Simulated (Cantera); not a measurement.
A freely propagating, adiabatic, planar premixed flame of 46.8 % H2, 11.1 % O2, 41.9 % N2, 0.108 % H2O, equivalence ratio 2.1, unburnt at 550 K and 1.80 bar; mixture-averaged transport, grid criteria slope 0.08 and curve 0.16, no radiation.

Cantera simulation using the H2/O2 subset of GRI-Mech 3.0, which has no nitrogen chemistry; the numbers are that mechanism's predictions, not measurements. Burning velocities carry a grid error of a few per cent, more on coarse grids.

x: mole fraction of selected species; z is measured from the peak of heat release.

```json
[
 {"z (mm)": "-0.615", "T (K)": "550", "u (m/s)": "7.95", "x H2": "0.468", "x O2": "0.111", "x H2O": "0.00108", "x O": "<1e-8", "x H": "<1e-8", "x HO2": "<1e-8"},
 {"z (mm)": "-0.410", "T (K)": "550", "u (m/s)": "7.95", "x H2": "0.468", "x O2": "0.111", "x H2O": "0.00108", "x O": "<1e-8", "x H": "<1e-8", "x HO2": "<1e-8"},
 {"z (mm)": "-0.308", "T (K)": "550", "u (m/s)": "7.95", "x H2": "0.468", "x O2": "0.111", "x H2O": "0.00108", "x O": "<1e-8", "x H": "<1e-8", "x HO2": "<1e-8"},
 {"z (mm)": "-0.205", "T (K)": "550", "u (m/s)": "7.95", "x H2": "0.468", "x O2": "0.111", "x H2O": "0.00108", "x O": "<1e-8", "x H": "1.65e-8", "x HO2": "6.44e-7"},
 {"z (mm)": "-0.103", "T (K)": "582", "u (m/s)": "8.35", "x H2": "0.463", "x O2": "0.112", "x H2O": "0.00232", "x O": "[?]", "x H": "0.000202", "x HO2": "0.000360"},
 {"z (mm)": "-0.0513", "T (K)": "836", "u (m/s)": "11.7", "x H2": "0.429", "x O2": "0.105", "x H2O": "0.0243", "x O": "[?]", "x H": "0.00710", "x HO2": "0.000275"},
 {"z (mm)": "0", "T (K)": "1240", "u (m/s)": "16.8", "x H2": "0.344", "x O2": "0.0718", "x H2O": "0.0972", "x O": "[?]", "x H": "0.0381", "x HO2": "0.000116"},
 {"z (mm)": "0.0513", "T (K)": "1522", "u (m/s)": "20.5", "x H2": "0.262", "x O2": "0.0241", "x H2O": "0.189", "x O": "[?]", "x H": "0.0696", "x HO2": "3.70e-5"},
 {"z (mm)": "0.103", "T (K)": "1652", "u (m/s)": "22.1", "x H2": "0.235", "x O2": "0.00559", "x H2O": "0.226", "x O": "[?]", "x H": "0.0762", "x HO2": "8.28e-6"},
 {"z (mm)": "0.205", "T (K)": "1766", "u (m/s)": "23.5", "x H2": "0.235", "x O2": "0.000688", "x H2O": "0.237", "x O": "[?]", "x H": "0.0673", "x HO2": "1.03e-6"},
 {"z (mm)": "0.410", "T (K)": "1879", "u (m/s)": "24.8", "x H2": "0.244", "x O2": "0.000291", "x H2O": "0.240", "x O": "[?]", "x H": "0.0526", "x HO2": "4.65e-7"},
 {"z (mm)": "0.820", "T (K)": "1984", "u (m/s)": "26.0", "x H2": "0.252", "x O2": "0.000165", "x H2O": "0.243", "x O": "[?]", "x H": "0.0379", "x HO2": "2.77e-7"},
 {"z (mm)": "1.64", "T (K)": "2071", "u (m/s)": "26.9", "x H2": "0.260", "x O2": "8.04e-5", "x H2O": "0.246", "x O": "[?]", "x H": "0.0256", "x HO2": "1.48e-7"}
]
```

Q: Some entries are withheld; supply them.

A: 
- -0.103, x O: 1.23e-5
- -0.0513, x O: 0.000288
- 0, x O: 0.00235
- 0.0513, x O: 0.00293
- 0.103, x O: 0.00164
- 0.205, x O: 0.000964
- 0.410, x O: 0.000664
- 0.820, x O: 0.000389
- 1.64, x O: 0.000193
